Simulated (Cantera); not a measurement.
Charge: 1 mol Si, 4 mol CO2, 5.6 mol H2, equilibrated at 0.140 bar.

These are equilibrium values from Cantera (NASA tables, ideal gas, pure condensed phases), not measurements of a reactor. Candidate condensed phases: C, C6H6, C7H8, C8H18, H2O, Si, SiC, SiO2; 123 gas species. The tables hold silica as quartz up to 1696 K and as liquid above; real silica turns to tridymite and cristobalite and melts near 1996 K. Gases not in the tables: Si(OH)4. Rates play no part. All values below are at 1250 K.

Base state: H2 0.444, CO 0.347, H2O 0.139, CO2 0.0694 (mole fractions); condensed: SiO2(β-quartz).

Problem. What changes in the equilibrium state with this change: Si replaced by Si3N4?

Solution. 
```json
[
 {"species": "H2", "before": "0.444", "after": "0.582"},
 {"species": "N2", "before": "0", "after": "0.208"},
 {"species": "CO", "before": "0.347", "after": "0.208"},
 {"species": "H2O", "before": "0.139", "after": "0.000256"},
 {"species": "CO2", "before": "0.0694", "after": "5.84e-5"},
 {"species": "HCN", "before": "0", "after": "4.42e-5"},
 {"species": "CH4", "before": "7.12e-7", "after": "0.000522"},
 {"species": "SiO2(β-quartz), mol", "before": "1.00", "after": "3.00"},
 {"species": "C(graphite), mol", "before": "0", "after": "2.00"}
]
```
Further candidate phases: Si2N2O, Si3N4.

Problem. What changes in the equilibrium state with this change: Si replaced by SiC?

Solution. 
```json
[
 {"species": "H2", "before": "0.444", "after": "0.469"},
 {"species": "CO", "before": "0.347", "after": "0.437"},
 {"species": "H2O", "before": "0.139", "after": "0.0592"},
 {"species": "CO2", "before": "0.0694", "after": "0.0352"},
 {"species": "SiO2(β-quartz), mol", "before": "1.00", "after": "1.00"}
]
```
